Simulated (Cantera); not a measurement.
**Tantalum, niobium, vanadium and zirconium in process gases: Ta + O₂ + H₂**

Input: 1 mol Ta, a varied amount of O₂, 4.9 mol H₂, held at 898 K and 41.0 Pa.

Cantera equilibrium calculation (NASA polynomials, part measured and part estimated; ideal gas, pure solids and liquids). Candidate condensed phases: H₂O, Ta, Ta₂O₅; 12 gas species. Condensed phases not in the tables: N, O or C dissolved in the metal. The numbers say what is thermodynamically allowed, not how fast it happens.

From 0.37 mol O₂ to 1 mol O₂ the condensed part is Ta(s) + Ta₂O₅(s). From 1.3 mol O₂ to 7.4 mol O₂ the condensed part is Ta₂O₅(s).

| n(O₂) (mol) | x H₂ | x H₂O | x O₂ | x OH | x H | n Ta(s) | n Ta₂O₅(s) |
|---|---|---|---|---|---|---|---|
| 0.37 | 1.00 | 2.25e-8 | <1e-12 | <1e-12 | 5.40e-9 | 0.704 | 0.148 |
| 0.48 | 1.00 | 2.25e-8 | <1e-12 | <1e-12 | 5.40e-9 | 0.616 | 0.192 |
| 0.61 | 1.00 | 2.25e-8 | <1e-12 | <1e-12 | 5.40e-9 | 0.512 | 0.244 |
| 0.78 | 1.00 | 2.25e-8 | <1e-12 | <1e-12 | 5.40e-9 | 0.376 | 0.312 |
| 1 | 1.00 | 2.25e-8 | <1e-12 | <1e-12 | 5.40e-9 | 0.200 | 0.400 |
| 1.3 | 0.980 | 0.0204 | <1e-12 | <1e-12 | 5.35e-9 | 0 | 0.500 |
| 1.7 | 0.816 | 0.184 | <1e-12 | 1.01e-12 | 4.88e-9 | 0 | 0.500 |
| 2.1 | 0.653 | 0.347 | <1e-12 | 2.13e-12 | 4.37e-9 | 0 | 0.500 |
| 2.7 | 0.408 | 0.592 | <1e-12 | 4.60e-12 | 3.45e-9 | 0 | 0.500 |
| 3.5 | 0.0816 | 0.918 | <1e-12 | 1.60e-11 | 1.54e-9 | 0 | 0.500 |
| 4.5 | 3.37e-10 | 0.860 | 0.140 | 2.33e-7 | <1e-12 | 0 | 0.500 |
| 5.8 | 1.88e-10 | 0.700 | 0.300 | 2.54e-7 | <1e-12 | 0 | 0.500 |
| 7.4 | 1.27e-10 | 0.570 | 0.430 | 2.51e-7 | <1e-12 | 0 | 0.500 |
x: gas mole fraction; n: condensed amount in mol.
